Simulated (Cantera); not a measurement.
An isothermal, constant-pressure homogeneous reactor starts with 70.7 % CH4, 26.1 % CO2, 3.18 % H2O, at 1498 K and 8.80 bar.

Computed with Cantera and GRI-Mech 3.0 (53 species, 325 reactions). GRI-Mech 3.0 stops at C3 and has no aromatics, soot or wall deposition, so with more carbon than oxygen in the feed, carbon stays in small species such as C2H2 where larger ones or solid carbon would form.

**Question.** Predict: x(CH4) at 50.0 s; x(CO2) at 50.0 s; x(CH2CO) at 50.0 s; x(C2H6) at 50.0 s; x(H2O) at 50.0 s.

**Answer.** 
```json
{
 "x(CH4) at 50.0 s": "0.225 (gas-phase equilibrium 0.211)",
 "x(CO2) at 50.0 s": "0.00449 (gas-phase equilibrium 1.33e-5)",
 "x(CH2CO) at 50.0 s": "3.52e-6 (gas-phase equilibrium 3.09e-6)",
 "x(C2H6) at 50.0 s": "0.000420 (gas-phase equilibrium 0.000351)",
 "x(H2O) at 50.0 s": "0.0143 (gas-phase equilibrium 4.33e-5)"
}
```
